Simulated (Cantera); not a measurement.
Standard-state values (1 bar) from the NASA 1993 polynomials, evaluated with Cantera. Values are per mole of reaction as written; species without (g) are pure solids or liquids, kept so even where they would boil at 1 bar.

4 Fe + 3 CCl4(g) = 3 C + 4 FeCl3(g)

```json
[
 {"T (K)": "2273", "ΔH° (kJ)": "…", "ΔS° (J/K)": "…", "ΔG° (kJ)": "…", "log10 K": "…"},
 {"T (K)": "2348", "ΔH° (kJ)": "…", "ΔS° (J/K)": "…", "ΔG° (kJ)": "…", "log10 K": "…"},
 {"T (K)": "2423", "ΔH° (kJ)": "…", "ΔS° (J/K)": "…", "ΔG° (kJ)": "…", "log10 K": "…"},
 {"T (K)": "2498", "ΔH° (kJ)": "…", "ΔS° (J/K)": "…", "ΔG° (kJ)": "…", "log10 K": "…"},
 {"T (K)": "2573", "ΔH° (kJ)": "-967.2", "ΔS° (J/K)": "175.0", "ΔG° (kJ)": "-1417.5", "log10 K": "28.78"},
 {"T (K)": "2648", "ΔH° (kJ)": "-974.4", "ΔS° (J/K)": "172.3", "ΔG° (kJ)": "-1430.6", "log10 K": "28.22"}
]
```

### Question
Some entries are withheld; supply them.

### Answer

- 2273, ΔH° (kJ): -938.1
- 2273, ΔS° (J/K): 187.1
- 2273, ΔG° (kJ): -1363.3
- 2273, log10 K: 31.33
- 2348, ΔH° (kJ): -945.4
- 2348, ΔS° (J/K): 183.9
- 2348, ΔG° (kJ): -1377.2
- 2348, log10 K: 30.64
- 2423, ΔH° (kJ): -952.7
- 2423, ΔS° (J/K): 180.9
- 2423, ΔG° (kJ): -1390.9
- 2423, log10 K: 29.98
- 2498, ΔH° (kJ): -959.9
- 2498, ΔS° (J/K): 177.9
- 2498, ΔG° (kJ): -1404.3
- 2498, log10 K: 29.36
